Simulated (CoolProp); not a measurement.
Vapour-liquid equilibrium of cyclohexane (1) + n-heptane (2) at 415.2 K; x and y are mole fractions of (1).

Model: multi-fluid Helmholtz-energy mixture model, Zhou 2014 and Span 2003; pair parameters Bell 2016, in CoolProp.

```tsv
x	bubble pressure (MPa)	y at the bubble point	dew pressure at overall composition x (MPa)	liquid density (mol/L)
0.05	[?]	0.071	0.3186	5.765
0.2	0.3453	0.265	0.3368	6.012
0.35	[?]	0.437	0.3569	6.279
0.5	[?]	0.589	0.3793	6.570
0.65	0.4171	0.725	0.4039	6.889
0.8	0.4401	[?]	[?]	7.238
0.95	0.4627	0.963	0.4600	7.624
```

### Question
Some entries are withheld; supply them.

### Answer

- 0.05, bubble pressure (MPa): 0.3210
- 0.35, bubble pressure (MPa): 0.3696
- 0.5, bubble pressure (MPa): 0.3936
- 0.8, y at the bubble point: 0.849
- 0.8, dew pressure at overall composition x (MPa): 0.4309

No azeotrope shows between x = 0.05 and 0.95.

The pair parameters rest on a limited set of measurements; away from them the model extrapolates.
